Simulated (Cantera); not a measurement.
**Ta + H2O + H2 (tantalum, niobium, vanadium and zirconium in process gases)**

Input: 1 mol Ta, 0.01 mol H2O, 0.015 mol H2, equilibrated at 100 Torr.

Equilibrium computed with Cantera from the NASA thermochemical tables; the gas is ideal and each condensed phase is pure. Candidate condensed phases: H2O, Ta, Ta2O5; 12 gas species. Mutual solubility and eutectic melting of coexisting phases are not modelled. Condensed phases not in the tables: N, O or C dissolved in the metal. The numbers say what is thermodynamically allowed, not how fast it happens.

From 1598 K to 1998 K the condensed part is Ta(s) + Ta2O5(s). From 2098 K to 2298 K the condensed part is Ta(s) + Ta2O5(l).

```tsv
T (K)	x H2	x H	x H2O	x TaO2	x TaO	x OH	x O	n Ta(s)	n Ta2O5(s)	n Ta2O5(l)
1598	1.000	0.000146	0.000196	1.14e-9	2.37e-10	1.12e-9	<1e-12	0.996	0.00200	0
1698	0.999	0.000396	0.000380	1.55e-8	3.12e-9	7.74e-9	2.46e-12	0.996	0.00200	0
1798	0.998	0.000963	0.000680	1.55e-7	3.06e-8	4.31e-8	3.23e-11	0.996	0.00200	0
1898	0.997	0.00214	0.00114	1.21e-6	2.34e-7	2.00e-7	3.22e-10	0.996	0.00199	0
1998	0.994	0.00438	0.00180	7.62e-6	1.46e-6	7.91e-7	2.55e-9	0.996	0.00199	0
2098	0.989	0.00838	0.00265	3.78e-5	7.38e-6	2.66e-6	1.61e-8	0.996	0	0.00199
2198	0.981	0.0151	0.00358	0.000149	3.09e-5	7.68e-6	8.24e-8	0.996	0	0.00198
2298	0.969	0.0258	0.00468	0.000513	0.000113	2.00e-5	3.65e-7	0.996	0	0.00197
```
x: gas mole fraction; n: condensed amount in mol.
